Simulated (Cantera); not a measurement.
Charge: 1 mol CH3Cl, 0.076 mol F2, 10 mol H2, 0.13 mol CH4, equilibrated at 2502 °C and 13300 Pa.

These are equilibrium values from Cantera (NASA tables, ideal gas, pure condensed phases), not measurements of a reactor. Candidate condensed phases: C, C6H6, C7H8, C8H18; 118 gas species. Equilibrium is a limit: real reactors are often held back by kinetics, nucleation or transport.

Problem. What is the equilibrium state?

Solution. 
- x(H2): 0.718
- x(H): 0.174
- x(HCl): 0.0630
- x(C2H2 (acetylene)): 0.0220
- x(HF): 0.0112
- x(Cl): 0.0105
- x(C2H): 0.000645
- x(C4H2): 0.000281
- x(C3): 0.000174
- n(C(graphite)): 0.487 mol
- gas amount: 13.60 mol
